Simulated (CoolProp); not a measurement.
R113 at several states: density (kg/m³) from the reference equation and from simpler models built on Tc = 214.1 °C, pc = 3392 kPa, ω = 0.253; each cubic takes its own stable root.

Model: reference Helmholtz-energy equation of state, Marx 1992, in CoolProp.

| T (°C) | p (kPa) | phase | reference | Redlich-Kwong | Soave-Redlich-Kwong | Peng-Robinson |
|---|---|---|---|---|---|---|
| 101.65 | 39.2 | gas | 2.379 | 2.377 | 2.378 | 2.380 |
| 172.65 | 4500 | liquid | 1161 | 999.9 | 1034 | 1164 |
| 215.85 | 730 | gas | 36.39 | 36.42 | 36.41 | 36.73 |
| -11.25 | 3050 | liquid | 1654 | 1501 | 1535 | 1727 |
| -13.05 | 700 | liquid | 1653 | 1497 | 1532 | 1724 |
| 195.95 | 1980 | gas | 132.9 | 131.1 | 132.4 | 136.5 |
